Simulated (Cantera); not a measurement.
An adiabatic, constant-volume homogeneous reactor starts with H2 : O2 : N2 = 1 : 0.758 : 5.3 (molar parts), equivalence ratio 0.66, at 1100 K and 3750 Torr. Integrator tolerance rtol = 1e-08.

Detailed kinetics in Cantera: GRI-Mech 3.0 (53 species, 325 reactions). The hydrogen kinetics of GRI-Mech 3.0 are dated; newer H2 mechanisms differ, most at raised pressure.

**Question.** What does this change do: N2 5.3 to 14 parts?

**Answer.** 
```json
[
 {"quantity": "time of steepest temperature rise", "before": "0.683 ms", "after": "1.16 ms"},
 {"quantity": "temperature at 0.100 s", "before": "2328 K", "after": "1694 K"},
 {"quantity": "equilibrium temperature", "before": "2328 K", "after": "1691 K"},
 {"quantity": "x(H2) at 0.100 s", "before": "0.000625 (gas-phase equilibrium 0.000625)", "after": "3.50e-6 (gas-phase equilibrium 3.44e-6)"},
 {"quantity": "x(O2) at 0.100 s", "before": "0.0351 (gas-phase equilibrium 0.0351)", "after": "0.0169 (gas-phase equilibrium 0.0165)"},
 {"quantity": "x(H2O) at 0.100 s", "before": "0.150 (gas-phase equilibrium 0.150)", "after": "0.0655 (gas-phase equilibrium 0.0655)"},
 {"quantity": "x(NO) at 0.100 s", "before": "0.00688 (gas-phase equilibrium 0.00689)", "after": "7.03e-6 (gas-phase equilibrium 0.000850)"},
 {"quantity": "x(H2O2) at 0.100 s", "before": "4.18e-7 (gas-phase equilibrium 4.18e-7)", "after": "1.31e-8 (gas-phase equilibrium 1.28e-8)"}
]
```

**Question.** What does this change do: O2 0.758 to 0.35 parts?

**Answer.** 
```
quantity                                                              before                                      after
---------------------------------  -----------------------------------------  -----------------------------------------
time of steepest temperature rise                                   0.683 ms                                   0.726 ms
temperature at 0.100 s                                                2328 K                                     2068 K
equilibrium temperature                                               2328 K                                     2068 K
x(H2) at 0.100 s                   0.000625 (gas-phase equilibrium 0.000625)      0.0476 (gas-phase equilibrium 0.0476)
x(O2) at 0.100 s                       0.0351 (gas-phase equilibrium 0.0351)    1.39e-7 (gas-phase equilibrium 1.39e-7)
x(H2O) at 0.100 s                        0.150 (gas-phase equilibrium 0.150)        0.111 (gas-phase equilibrium 0.111)
x(NO) at 0.100 s                     0.00688 (gas-phase equilibrium 0.00689)    1.05e-5 (gas-phase equilibrium 7.73e-6)
x(H2O2) at 0.100 s                   4.18e-7 (gas-phase equilibrium 4.18e-7)  2.85e-10 (gas-phase equilibrium 2.85e-10)
```

**Question.** What does this change do: initial temperature 1100 to 1175 K?

**Answer.** 
```csv
quantity,before,after
time of steepest temperature rise,0.683 ms,33.7 µs
temperature at 0.100 s,2328 K,2384 K
equilibrium temperature,2328 K,2384 K
x(H2) at 0.100 s,0.000625 (gas-phase equilibrium 0.000625),0.000865 (gas-phase equilibrium 0.000865)
x(O2) at 0.100 s,0.0351 (gas-phase equilibrium 0.0351),0.0346 (gas-phase equilibrium 0.0346)
x(H2O) at 0.100 s,0.150 (gas-phase equilibrium 0.150),0.149 (gas-phase equilibrium 0.149)
x(NO) at 0.100 s,0.00688 (gas-phase equilibrium 0.00689),0.00763 (gas-phase equilibrium 0.00763)
x(H2O2) at 0.100 s,4.18e-7 (gas-phase equilibrium 4.18e-7),4.62e-7 (gas-phase equilibrium 4.62e-7)
```
